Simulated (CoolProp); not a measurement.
Vapour pressure (kPa) of R365MFC: the reference equation beside estimates from Tc = 460.0 K, pc = 3266 kPa, ω = 0.377.

Model: reference Helmholtz-energy equation of state, Lemmon 2016, in CoolProp.

| T (K) | reference | Lee-Kesler | Peng-Robinson |
|---|---|---|---|
| 253.4 | 6.260 | 5.865 | 6.326 |
| 257.8 | 8.104 | 7.635 | 8.170 |
| 262.1 | 10.33 | 9.778 | 10.39 |
| 266.5 | 13.10 | 12.47 | 13.16 |
| 270.8 | 16.38 | 15.68 | 16.43 |
| 275.2 | 20.42 | 19.63 | 20.46 |
| 279.5 | 25.11 | 24.26 | 25.14 |
| 283.9 | 30.80 | 29.89 | 30.80 |
| 288.2 | 37.32 | 36.38 | 37.31 |
| 292.6 | 45.12 | 44.16 | 45.08 |
| 296.9 | 53.95 | 53.01 | 53.89 |
| 301.3 | 64.38 | 63.49 | 64.29 |
| 305.6 | 76.07 | 75.26 | 75.96 |
| 310 | 89.71 | 89.05 | 89.59 |

Absolute difference from the reference over all 14 rows, mean and median: Lee-Kesler 3.3 and 3.2 %, Peng-Robinson 0.3 and 0.1 %.
